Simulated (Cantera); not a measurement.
Input (Python, Cantera):

```python
import numpy as np
import cantera as ct

surf = ct.Interface("diamond.yaml", "diamond_100")
gas, bulk = surf.adjacent["gas"], surf.adjacent["diamond"]
k = surf.kinetics_species_index(bulk.species_names[0])
cover = ["c6HH", "c6H*", "c6*H", "c6**", "c6HM", "c6B"]

rows, drift = [], 0.0
print(f"{'xCH3':>10s}{'um/h':>11s}" + "".join(f"{s:>11s}" for s in cover))
for v in [1e-06, 2.5e-06, 6e-06, 1.5e-05, 3.6e-05, 8.9e-05, 0.00022, 0.00054, 0.0013]:
    T, P, xH, xCH3 = 1200, 16000, 0.0003, v
    gas.TPX = T, P, {"H": xH, "CH3": xCH3, "CH4": 0.0026, "H2": 1 - xH - xCH3 - 0.0026}
    surf.TP = bulk.TP = T, P
    surf.coverages = "c6H*:0.1, c6HH:0.9"
    surf.advance_coverages(100.0)
    before = surf.coverages
    surf.advance_coverages(100.0)
    drift = max(drift, np.max(np.abs(surf.coverages - before) / (surf.coverages + 1e-9)))
    rate = surf.net_production_rates[k] * bulk.mean_molecular_weight / bulk.density * 3.6e9
    rows.append([rate, *surf[cover].coverages])
    print(f"{v:10.4g}{rate:11.4e}" + "".join(f"{x:11.3e}" for x in rows[-1][1:]))
```

Result:

```
      xCH3       um/h       c6HH       c6H*       c6*H       c6**       c6HM        c6B
     1e-06 1.2873e-02  5.162e-01  3.410e-02  4.364e-01  1.324e-02  4.123e-05  3.493e-11
   2.5e-06 3.2168e-02  5.161e-01  3.409e-02  4.364e-01  1.323e-02  1.031e-04  8.729e-11
     6e-06 7.7123e-02  5.160e-01  3.408e-02  4.362e-01  1.321e-02  2.472e-04  2.093e-10
   1.5e-05 1.9229e-01  5.156e-01  3.406e-02  4.359e-01  1.315e-02  6.169e-04  5.218e-10
   3.6e-05 4.5863e-01  5.148e-01  3.400e-02  4.351e-01  1.303e-02  1.475e-03  1.245e-09
   8.9e-05 1.1165e+00  5.128e-01  3.384e-02  4.332e-01  1.271e-02  3.613e-03  3.030e-09
   0.00022 2.6609e+00  5.081e-01  3.348e-02  4.286e-01  1.199e-02  8.739e-03  7.221e-09
   0.00054 6.0268e+00  4.974e-01  3.268e-02  4.182e-01  1.051e-02  2.044e-02  1.635e-08
    0.0013 1.2431e+01  4.758e-01  3.106e-02  3.975e-01  8.046e-03  4.486e-02  3.373e-08
```

Cantera simulation using the Harris–Goodwin 1993 mechanism for the reconstructed diamond (100) surface; the numbers are that mechanism's predictions, not measurements.
